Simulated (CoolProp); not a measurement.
Properties of carbon monoxide along the isotherm 107.2 K.

The numbers come from the reference Helmholtz-energy equation of state, Lemmon 2006 in CoolProp. It is a short technical equation, of lower accuracy than the large ones.

```csv
p (bar),phase,density (kg/m³),cp (kJ/(kg K)),cv (kJ/(kg K)),Joule-Thomson coefficient (K/MPa),isothermal compressibility (1/MPa)
0.277,gas,0.8748,1.047,0.7445,15.51,36.28
0.467,gas,1.480,1.052,0.7461,15.53,21.59
0.788,gas,2.512,1.062,0.7489,15.57,12.87
1.33,gas,4.282,1.079,0.7536,15.63,7.708
2.24,gas,7.341,1.109,0.7623,15.76,4.663
3.79,gas,12.83,1.172,0.7795,16.03,2.856
6.39,gas,23.01,1.325,0.8220,16.60,1.829
10.8,liquid,666.0,2.453,1.010,0.01167,0.01008
18.2,liquid,670.8,2.405,1.010,-0.01918,0.009363
30.7,liquid,678.3,2.337,1.011,-0.06354,0.008387
51.8,liquid,689.4,2.250,1.014,-0.1228,0.007172
87.5,liquid,705.5,2.149,1.021,-0.1951,0.005812
```
